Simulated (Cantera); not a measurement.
Input: 1 mol toluene, 1.3 mol NH₃, 16 mol H₂, equilibrated at 5.90 bar.

Method: chemical equilibrium by Gibbs-energy minimisation in Cantera with the NASA 1993 tables (ideal gas, pure condensed phases). Candidate condensed phases: C, C₆H₆, C₇H₈, C₈H₁₈; 92 gas species. Kinetics and transport are ignored.

Q: What share of the C ends up in condensed phases as a function of T (°C), at 475, 575, 675, 775, 875, 975, 1075, 1175, 1275, 1375, 1475?

A: 
```json
[
 {"T (°C)": "475", "C condensed (%)": "0.0", "as": "-"},
 {"T (°C)": "575", "C condensed (%)": "0.0", "as": "-"},
 {"T (°C)": "675", "C condensed (%)": "14.1", "as": "C(graphite)"},
 {"T (°C)": "775", "C condensed (%)": "45.9", "as": "C(graphite)"},
 {"T (°C)": "875", "C condensed (%)": "69.4", "as": "C(graphite)"},
 {"T (°C)": "975", "C condensed (%)": "83.2", "as": "C(graphite)"},
 {"T (°C)": "1075", "C condensed (%)": "90.4", "as": "C(graphite)"},
 {"T (°C)": "1175", "C condensed (%)": "94.3", "as": "C(graphite)"},
 {"T (°C)": "1275", "C condensed (%)": "96.3", "as": "C(graphite)"},
 {"T (°C)": "1375", "C condensed (%)": "97.5", "as": "C(graphite)"},
 {"T (°C)": "1475", "C condensed (%)": "98.0", "as": "C(graphite)"}
]
```
